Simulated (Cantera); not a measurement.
A closed system holds: 1 mol SiH₂Cl₂, 0.21 mol HCl, 34 mol H₂, at 1.00 bar.

Method: chemical equilibrium by Gibbs-energy minimisation in Cantera with the NASA 1993 tables (ideal gas, pure condensed phases). Candidate condensed phases: Si; 19 gas species. Gases not in the tables: Si₂H₆ and higher silanes. Equilibrium is a limit: real reactors are often held back by kinetics, nucleation or transport.

Problem. What share of the Si ends up in condensed phases as a function of T (K), at 1648, 1698, 1748, 1798, 1848, 1898, 1948, 1998, 2048, 2098, 2148, 2198?

Solution. 
| T (K) | Si condensed (%) | as |
|---|---|---|
| 1648 | 70.9 | Si(s) |
| 1698 | 70.9 | Si(l) |
| 1748 | 72.3 | Si(l) |
| 1798 | 73.5 | Si(l) |
| 1848 | 74.6 | Si(l) |
| 1898 | 75.6 | Si(l) |
| 1948 | 76.4 | Si(l) |
| 1998 | 77.0 | Si(l) |
| 2048 | 77.5 | Si(l) |
| 2098 | 77.8 | Si(l) |
| 2148 | 77.8 | Si(l) |
| 2198 | 77.4 | Si(l) |
